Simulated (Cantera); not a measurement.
An isothermal, constant-pressure homogeneous reactor starts with C3H8 : H2 = 1 : 6.2 (molar parts), at 1100 K and 10.00 Torr. Integrator tolerance rtol = 1e-08.

Cantera simulation using GRI-Mech 3.0 (53 species, 325 reactions); the numbers are that mechanism's predictions, not measurements. GRI-Mech 3.0 was tuned for natural gas; its chemistry of propane as a main component is partial and can be far from experiment. GRI-Mech 3.0 stops at C3 and has no aromatics, soot or wall deposition, so with more carbon than oxygen in the feed, carbon stays in small species such as C2H2 where larger ones or solid carbon would form. Radical loss at walls, strong at low pressure, is not modelled.

Q: What does this change do: temperature 1100 to 1650 K?

A: 
| quantity | before | after |
|---|---|---|
| x(C3H8) at 100 s | 5.10e-7 (gas-phase equilibrium 4.07e-8) | <1e-12 (gas-phase equilibrium <1e-12) |
| x(H2) at 100 s | 0.764 (gas-phase equilibrium 0.644) | 0.852 (gas-phase equilibrium 0.852) |
| x(C2H6) at 100 s | 0.000427 (gas-phase equilibrium 6.26e-5) | 4.30e-9 (gas-phase equilibrium 4.17e-9) |
| x(C2H2) at 100 s | 0.0388 (gas-phase equilibrium 0.0229) | 0.147 (gas-phase equilibrium 0.147) |
| x(CH3) at 100 s | 3.20e-6 (gas-phase equilibrium 1.64e-6) | 1.40e-5 (gas-phase equilibrium 1.36e-5) |

Q: What does this change do: H2 6.2 to 14 parts?

A: 
```json
[
 {"quantity": "x(C3H8) at 100 s", "before": "5.10e-7 (gas-phase equilibrium 4.07e-8)", "after": "1.61e-7 (gas-phase equilibrium 4.96e-9)"},
 {"quantity": "x(H2) at 100 s", "before": "0.764 (gas-phase equilibrium 0.644)", "after": "0.876 (gas-phase equilibrium 0.809)"},
 {"quantity": "x(C2H6) at 100 s", "before": "0.000427 (gas-phase equilibrium 6.26e-5)", "after": "0.000237 (gas-phase equilibrium 1.66e-5)"},
 {"quantity": "x(C2H2) at 100 s", "before": "0.0388 (gas-phase equilibrium 0.0229)", "after": "0.0216 (gas-phase equilibrium 0.00385)"},
 {"quantity": "x(CH3) at 100 s", "before": "3.20e-6 (gas-phase equilibrium 1.64e-6)", "after": "2.02e-6 (gas-phase equilibrium 8.47e-7)"}
]
```
